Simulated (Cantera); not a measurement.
Feed: 1 mol SiH4, 0.063 mol C3H8, 640 mol H2, held at 1802 °C and 6.80 mbar.

Equilibrium computed with Cantera from the NASA thermochemical tables; the gas is ideal and each condensed phase is pure. Candidate condensed phases: C, C6H6, C7H8, C8H18, Si, SiC; 87 gas species. Gases not in the tables: Si2H6 and higher silanes. The numbers say what is thermodynamically allowed, not how fast it happens.

Base state: H2 0.967, H 0.0318, Si 0.00140, C2H2 (acetylene) 0.000125, SiH 6.48e-5, Si2C 2.17e-5, SiH2 1.44e-5 (mole fractions); condensed: gas only.

Task: What changes in the equilibrium state with this change: temperature from 1802 °C to 1175 °C?

Result: 
| species | before | after |
|---|---|---|
| H2 | 0.967 | 1.000 |
| H | 0.0318 | 0.000112 |
| SiH2 | 1.44e-5 | 7.50e-7 |
| Si | 0.00140 | 4.32e-7 |
| C2H2 (acetylene) | 0.000125 | <1e-9 |
| Si2C | 2.17e-5 | <1e-9 |
| SiH | 6.48e-5 | 1.43e-7 |
| Si(s), mol | 0 | 0.810 |
| SiC(s), mol | 0 | 0.189 |
Mutual solubility and eutectic melting of coexisting phases are not modelled.

Task: What changes in the equilibrium state with this change: temperature from 1802 °C to 1250 °C?

Result: 
```tsv
species	before	after
H2	0.967	1.000
H	0.0318	0.000280
Si	0.00140	2.65e-6
C2H2 (acetylene)	0.000125	<1e-9
Si2C	2.17e-5	4.83e-9
SiH	6.48e-5	6.39e-7
SiH2	1.44e-5	2.00e-6
Si(s), mol	0	0.808
SiC(s), mol	0	0.189
```
Mutual solubility and eutectic melting of coexisting phases are not modelled.
